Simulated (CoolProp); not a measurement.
Fluorine at 243.7 K and 0.276 MPa is throttled through a valve to 0.165 MPa with no heat exchange. Each further row changes one setting.

Values from CoolProp's reference Helmholtz-energy equation of state, de Reuck 1990.

```
case                        temperature change (K)  final density (kg/m³)
--------------------------  ----------------------  ---------------------
as stated                                     -0.3                   3.10
outlet pressure 0.0495 MPa                    -0.6                  0.931
outlet pressure 0.215 MPa                     -0.2                   4.04
```
